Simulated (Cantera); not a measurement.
An isothermal, constant-pressure homogeneous reactor starts with NO : N₂ = 1 : 0.36 (molar parts), at 1775 K and 0.0430 bar. Integrator tolerance rtol = 1e-08.

Computed with Cantera and GRI-Mech 3.0 (53 species, 325 reactions). Radical loss at walls, strong at low pressure, is not modelled.

What does this change do: temperature 1775 to 2200 K?


```tsv
quantity	before	after
x(NO) at 7.00 s	0.668 (gas-phase equilibrium 0.00452)	0.0148 (gas-phase equilibrium 0.0146)
x(N₂) at 7.00 s	0.298 (gas-phase equilibrium 0.630)	0.622 (gas-phase equilibrium 0.623)
x(NO₂) at 7.00 s	0.000144 (gas-phase equilibrium 3.26e-6)	5.08e-6 (gas-phase equilibrium 5.02e-6)
x(O₂) at 7.00 s	0.0336 (gas-phase equilibrium 0.365)	0.355 (gas-phase equilibrium 0.355)
x(N₂O) at 7.00 s	0.000155 (gas-phase equilibrium 4.83e-8)	1.51e-7 (gas-phase equilibrium 1.50e-7)
x(O) at 7.00 s	0.000103 (gas-phase equilibrium 0.000281)	0.00781 (gas-phase equilibrium 0.00782)
```

What does this change do: temperature 1775 to 1850 K?


```json
[
 {"quantity": "x(NO) at 7.00 s", "before": "0.668 (gas-phase equilibrium 0.00452)", "after": "0.590 (gas-phase equilibrium 0.00580)"},
 {"quantity": "x(N₂) at 7.00 s", "before": "0.298 (gas-phase equilibrium 0.630)", "after": "0.337 (gas-phase equilibrium 0.629)"},
 {"quantity": "x(NO₂) at 7.00 s", "before": "0.000144 (gas-phase equilibrium 3.26e-6)", "after": "0.000159 (gas-phase equilibrium 3.58e-6)"},
 {"quantity": "x(O₂) at 7.00 s", "before": "0.0336 (gas-phase equilibrium 0.365)", "after": "0.0724 (gas-phase equilibrium 0.364)"},
 {"quantity": "x(N₂O) at 7.00 s", "before": "0.000155 (gas-phase equilibrium 4.83e-8)", "after": "0.000116 (gas-phase equilibrium 6.13e-8)"},
 {"quantity": "x(O) at 7.00 s", "before": "0.000103 (gas-phase equilibrium 0.000281)", "after": "0.000280 (gas-phase equilibrium 0.000565)"}
]
```
